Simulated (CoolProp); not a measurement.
n-perfluorohexane at several states: density (kg/m³) from the reference equation and from simpler models built on Tc = 174.9 °C, pc = 1.742 MPa, ω = 0.497; each cubic takes its own stable root.

Values from CoolProp's reference Helmholtz-energy equation of state, Gao 2022.

```json
[
 {"T (°C)": "71.15", "p (MPa)": "0.124", "phase": "gas", "reference": "15.68"},
 {"T (°C)": "114.95", "p (MPa)": "4.21", "phase": "liquid", "reference": "1419"},
 {"T (°C)": "94.35", "p (MPa)": "1.56", "phase": "liquid", "reference": "1463"},
 {"T (°C)": "143.85", "p (MPa)": "0.0335", "phase": "gas", "reference": "3.295"},
 {"T (°C)": "-35.85", "p (MPa)": "0.857", "phase": "liquid", "reference": "1849"}
]
```

Question: How far does each simpler model (van der Waals, Soave-Redlich-Kwong, Peng-Robinson) lie from the reference over these 5 states: mean and median of the absolute difference, and the worst?

Answer: 
- van der Waals: mean 25.9 %, median 38.9 %, worst -44.5 % at -35.85 °C and 0.857 MPa
- Soave-Redlich-Kwong: mean 8.5 %, median 13.5 %, worst -14.6 % at 94.35 °C and 1.56 MPa
- Peng-Robinson: mean 1.9 %, median 2.6 %, worst -3.4 % at -35.85 °C and 0.857 MPa
